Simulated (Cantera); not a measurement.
Cantera run:

```python
import numpy as np
import cantera as ct

gas_names = [...]  # 113 gases of nasa_gas.yaml made of C, H, O, Ti
cond_names = """
    C(gr) C6H6(L) C7H8(L) C8H18(L),n-octa H2O(s) H2O(L) Ti(a) Ti(b) Ti(L) TiC(s) TiC(L) TiO(a) TiO(b)
    TiO(L) TiO2(ru) TiO2(L) Ti2O3(a) Ti2O3(b) Ti2O3(L) Ti3O5(a) Ti3O5(b) Ti3O5(L) Ti4O7(s) Ti4O7(L)
""".split()


# ... load() reads the species with a 1 bar reference pressure and builds the phases ...
atoms = {
    'Ti(OiPr)4': {'Ti': 1, 'C': 12, 'H': 28, 'O': 4},
    'C3H8': {'C': 3, 'H': 8},
}
top_T = {'C(gr)': 4500}  # K; cautious upper limits of use, not melting points


# ... equilibrate(T, P, feed) seeds the gas with the atoms and calls Mixture.equilibrate('TP', solver="vcs", rtol=1e-11, max_steps=5000) ...
results = []
feed = {'Ti(OiPr)4': 1, 'C3H8': 1.7}  # mol
T = 1523  # K
P = 1333.22  # Pa
mix = equilibrate(T, P, feed)
results.append((T, P, feed, dict(zip(mix.species_names, mix.species_moles))))
print(gas.report(threshold=0.001))
for i in range(1, mix.n_phases):
    print(f"{mix.phase(i).name:16s} {mix.phase_moles(i):12.5e} mol")
```

Result:

```
       temperature   1523 K
          pressure   1333.2 Pa
           density   0.00065368 kg/m^3
  mean mol. weight   6.2086 kg/kmol
   phase of matter   gas

                          1 kg             1 kmol
                     ---------------   ---------------
          enthalpy        3.1732e+06        1.9701e+07  J
   internal energy        1.1336e+06        7.0381e+06  J
           entropy             37076        2.3019e+05  J/K
    Gibbs function       -5.3293e+07       -3.3088e+08  J
 heat capacity c_p            5298.1             32894  J/K
 heat capacity c_v            3958.9             24579  J/K

                      mass frac. Y      mole frac. X     chem. pot. / RT
                     ---------------   ---------------   ---------------
                CO           0.72759           0.16128           -41.682
                H2           0.27227           0.83851           -23.141
     [ +111 minor]         0.0001364        0.00021772

C(gr)             1.20990e+01 mol
Ti(b)             0.00000e+00 mol
TiC(s)            1.00000e+00 mol
TiO(b)            0.00000e+00 mol
TiO2(ru)          0.00000e+00 mol
Ti2O3(b)          0.00000e+00 mol
Ti3O5(b)          0.00000e+00 mol
Ti4O7(s)          0.00000e+00 mol
```

Cantera equilibrium calculation (NASA polynomials, part measured and part estimated; ideal gas, pure solids and liquids). The feed counts by its element totals alone. TiC: taken at fixed stoichiometry.
